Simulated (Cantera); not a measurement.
Charge: 1 mol Fe₂O₃, 1.5 mol CH₄, 0.11 mol H₂, at 1798 K and 0.00133 bar.

Method: chemical equilibrium by Gibbs-energy minimisation in Cantera with the NASA 1993 tables (ideal gas, pure condensed phases). Mutual solubility and eutectic melting of coexisting phases are not modelled. The tables' stoichiometric FeO is somewhat more stable than real wüstite, so its field is too wide. FeO: taken at fixed stoichiometry. The numbers say what is thermodynamically allowed, not how fast it happens.

| species | before | after |
|---|---|---|
| Fe | 0.0215 | 0.272 |
| H₂ | 0.450 | 0.212 |
| CO | 0.283 | 0.186 |
| H | 0.00647 | 0.122 |
| OH | 0.000194 | 0.0144 |
| CO₂ | 0.0339 | 0.0242 |
| H₂O | 0.205 | 0.155 |
| O₂ | 4.35e-7 | 0.00172 |
| O | 2.16e-6 | 0.00564 |
| FeO | 0.000114 | 0.00739 |
| Fe(OH)₂ | 2.92e-5 | 1.59e-5 |
| Fe(δ), mol | 1.53 | 0 |
| FeO(l), mol | 0.370 | 0 |
Gas species are given as mole fractions.

Which change was made?
A) temperature from 1798 K to 2300 K
B) temperature from 1798 K to 2450 K
C) CH₄ from 1.5 to 2.6 mol
D) pressure from 0.00133 bar to 0.0100 bar

A, temperature from 1798 K to 2300 K
